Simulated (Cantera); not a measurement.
Input: 1 mol FeS, 0.71 mol H₂S, 0.23 mol H₂O, held at 1123.15 K and 1.40 bar.

Cantera equilibrium calculation (NASA polynomials, part measured and part estimated; ideal gas, pure solids and liquids). Candidate condensed phases: Fe, FeO, Fe(OH)₂, Fe(OH)₃, FeS, FeSO₄, FeS₂, Fe₂O₃, Fe₂(SO₄)₃, Fe₃O₄, H₂O, H₂SO₄, S; 22 gas species. FeS: taken at fixed stoichiometry. Gases not in the tables: S₃ to S₇. The numbers say what is thermodynamically allowed, not how fast it happens.

Base state: H₂S 0.657, H₂O 0.236, H₂ 0.0713, S₂ 0.0354, SH 0.000110, SO₂ 9.27e-5, S₂O 4.74e-5 (mole fractions); condensed: FeS(s).

Q: What changes in the equilibrium state with this change: H₂O from 0.23 to 3.1 mol?

A: 
```csv
species,before,after
H₂O,0.236,0.796
H₂S,0.657,0.159
H₂,0.0713,0.0312
S₂,0.0354,0.0108
SO₂,9.27e-5,0.00306
SH,0.000110,4.02e-5
S₂O,4.74e-5,0.000112
"FeS(s), mol",1.00,1.00
```
